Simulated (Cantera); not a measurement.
A Cantera script and its output.

```python
import numpy as np
import cantera as ct

gas = ct.Solution("gri30.yaml")
gas.TPX = 373, 13332, {'CO': 1, 'H2': 0.065, 'CH4': 0.053, 'O2': 0.58, 'N2': 2.18}
flame = ct.FreeFlame(gas, width=0.16)
flame.set_refine_criteria(ratio=3, slope=0.08, curve=0.16)
flame.transport_model = "mixture-averaged"
flame.solve(loglevel=0, auto=True)
z, T = flame.grid, flame.T
thick = (T[-1] - T[0]) / np.gradient(T, z).max()
show = ['CO', 'H2', 'CH4', 'N2O', 'NO', 'CH2']
print(f"laminar burning velocity  {flame.velocity[0] * 100:.3f} cm/s")
print(f"burnt temperature         {T[-1]:.1f} K")
print(f"thermal thickness         {thick * 1e3:.4f} mm")
print(f"grid points               {len(z)}")
z0 = z[flame.heat_release_rate.argmax()]
print(f"{'z/mm':>9s}{'T/K':>9s}{'u/(m/s)':>9s}" + "".join(f"{s:>11s}" for s in show))
rows = []
for k in (-3, -2, -1.5, -1, -0.5, -0.25, 0, 0.25, 0.5, 1, 2, 4, 8):
    zz = z0 + k * thick
    rows.append([k * thick, np.interp(zz, z, T), np.interp(zz, z, flame.velocity),
                 *(np.interp(zz, z, flame.X[gas.species_index(s)]) for s in show)])
    print(f"{rows[-1][0] * 1e3:9.3f}{rows[-1][1]:9.1f}{rows[-1][2]:9.3f}" + "".join(f"{x:11.3e}" for x in rows[-1][3:]))
```

It prints:

```
laminar burning velocity  103.055 cm/s
burnt temperature         2321.8 K
thermal thickness         5.6055 mm
grid points               184
     z/mm      T/K  u/(m/s)         CO         H2        CH4        N2O         NO        CH2
  -16.816    373.0    1.031  2.579e-01  1.676e-02  1.367e-02  1.588e-20 -4.383e-16  8.340e-30
  -11.211    373.0    1.031  2.579e-01  1.676e-02  1.367e-02  1.882e-20 -4.176e-16  4.706e-27
   -8.408    373.0    1.031  2.579e-01  1.676e-02  1.367e-02  1.061e-19  1.389e-17  1.135e-24
   -5.605    373.0    1.031  2.579e-01  1.678e-02  1.367e-02  1.165e-17  3.409e-14  4.256e-21
   -2.803    384.4    1.062  2.574e-01  1.700e-02  1.365e-02  1.579e-13  1.123e-10  2.040e-10
   -1.401    608.1    1.677  2.469e-01  1.705e-02  1.271e-02  6.678e-11  1.749e-08  3.839e-08
    0.000   1055.9    2.902  2.209e-01  1.313e-02  3.333e-03  3.346e-09  4.498e-07  3.290e-07
    1.401   1295.8    3.511  1.736e-01  5.386e-03  1.522e-05  1.514e-08  2.738e-06  4.537e-09
    2.803   1412.7    3.773  1.399e-01  4.507e-03  1.323e-08  1.822e-08  6.641e-06  7.190e-12
    5.605   1536.8    4.045  1.172e-01  5.150e-03  2.922e-14  1.709e-08  1.475e-05  1.531e-16
   11.211   1658.2    4.327  1.138e-01  5.372e-03  3.199e-17  1.804e-08  2.675e-05  4.595e-17
   22.422   1789.8    4.627  1.111e-01  5.110e-03  6.432e-18  1.998e-08  4.217e-05  1.962e-17
   44.844   1922.3    4.921  1.049e-01  4.548e-03  1.981e-18  2.240e-08  6.670e-05  1.255e-17
```

Model: GRI-Mech 3.0 (53 species, 325 reactions), integrated in Cantera. Burning velocities carry a grid error of a few per cent, more on coarse grids.
